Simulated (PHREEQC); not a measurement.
## Spent oxide etchant: speciation

A solution holds 0.024 mol NH4HF2 and 0.1 mol H2SiF6 per kg of water, at 70 °C. Closed to the air; pH follows from the charge balance.

Equilibrium calculation in PHREEQC: ion-association model, phreeqc.dat.

Each row changes one thing in this solution. Precipitation was switched off in this run.

```json
[
 {"case": "as made", "pH": "0.87", "ionic strength (mol/kgw)": "0.298", "HF (mol/kgw)": "0.0518", "H4SiO4 (mol/kgw)": "0.000679", "F- (mol/kgw)": "0.000176", "HF2- (mol/kgw)": "3.92e-5", "SI of Chalcedony (SiO2)": "-0.04"},
 {"case": "temperature from 70 to 60 °C", "pH": "0.87", "ionic strength (mol/kgw)": "0.300", "HF (mol/kgw)": "0.0486", "H4SiO4 (mol/kgw)": "[?]", "F- (mol/kgw)": "0.000199", "HF2- (mol/kgw)": "4.17e-5", "SI of Chalcedony (SiO2)": "-0.60"},
 {"case": "H2SiF6 from 0.1 to 0.01 mol/kgw", "pH": "2.62", "ionic strength (mol/kgw)": "0.0368", "HF (mol/kgw)": "0.0402", "H4SiO4 (mol/kgw)": "3.15e-7", "F- (mol/kgw)": "0.00577", "HF2- (mol/kgw)": "0.00102", "SI of Chalcedony (SiO2)": "[?]"},
 {"case": "NH4HF2 from 0.024 to 0.12 mol/kgw", "pH": "1.19", "ionic strength (mol/kgw)": "0.303", "HF (mol/kgw)": "0.235", "H4SiO4 (mol/kgw)": "1.74e-8", "F- (mol/kgw)": "0.00168", "HF2- (mol/kgw)": "0.00169", "SI of Chalcedony (SiO2)": "-4.62"}
]
```

Problem. Complete the blanks.

Solution. 
- temperature from 70 to 60 °C, H4SiO4 (mol/kgw): 0.000150
- H2SiF6 from 0.1 to 0.01 mol/kgw, SI of Chalcedony (SiO2): -3.40

Some of these states are supersaturated (in Quartz (slow to form), for instance). Constants without temperature data keep their 25 °C values here. SiF6-2 is the database's only silicon fluoride.
